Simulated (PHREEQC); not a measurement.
# Reverse-osmosis permeate

Synthetic water in mg/L, 25 °C, pH 6.13, pe 10.1:

| constituent | mg/L |
|---|---|
| Na | 1.48 |
| K | 0.0187 |
| Ca | 4.82 |
| Mg | 0.0988 |
| Cl | 5.13 |
| S(6) as SO4 | 0.521 |
| Alkalinity as HCO3 | 10 |
| Br | 0.317 |

Valence states are taken as typed.

The numbers come from PHREEQC with the ion-association model, phreeqc.dat.

```
Item                            Result
--------------------  ----------------
ionic strength        0.000448 mol/kgw
charge-balance error            -1.6 %
```

```
species  molality  activity   log γ
-------  --------  --------  ------
CO2      0.000267  0.000267   0.000
HCO3-    0.000164  0.000160  -0.010
Cl-      0.000145  0.000141  -0.011
Ca+2     0.000120  0.000109  -0.042
Na+       6.44e-5   6.28e-5  -0.010
SO4-2     5.32e-6   4.84e-6  -0.042
Mg+2      4.05e-6   3.68e-6  -0.042
Br-       3.97e-6   3.87e-6  -0.011
H+        7.59e-7   7.41e-7  -0.010
K+        4.78e-7   4.67e-7  -0.011
CaHCO3+   2.28e-7   2.23e-7  -0.010
CaSO4     9.37e-8   9.37e-8   0.000
```

Precipitation was switched off in this run.
